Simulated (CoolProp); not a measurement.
Vapour-liquid equilibrium of diethyl ether (1) + acetone (2) at 23.3 kPa; x and y are mole fractions of (1).

The numbers come from the multi-fluid Helmholtz-energy mixture model, Thol 2014 and Lemmon 2006; pair parameters Bell 2016 in CoolProp.

```
x     bubble temperature (K)  y at the bubble point  dew temperature at overall composition x (K)  liquid density (mol/L)
----  ----------------------  ---------------------  --------------------------------------------  ----------------------
0.05              (withheld)             (withheld)                                         291.0                   13.42
0.15                   284.1                  0.403                                         289.3                   12.99
0.25                   280.5                  0.552                                         287.4                   12.57
0.35                   277.8                  0.649                                    (withheld)                   12.16
0.45                   276.0                  0.716                                         283.0                   11.77
0.55                   274.6                  0.766                                         280.5                   11.39
0.65                   273.7             (withheld)                                         277.8                   11.03
0.75                   272.9                  0.847                                         275.1                   10.70
0.85                   272.3                  0.893                                         272.9                   10.38
0.95                   271.9             (withheld)                                         272.0                   10.09
```

What belongs in the gaps?


- 0.05, bubble temperature (K): 288.9
- 0.05, y at the bubble point: 0.167
- 0.35, dew temperature at overall composition x (K): 285.3
- 0.65, y at the bubble point: 0.807
- 0.95, y at the bubble point: 0.956

No azeotrope shows between x = 0.05 and 0.95.

Pair parameters are fitted to limited data, so mixtures are less certain than the pure fluids.
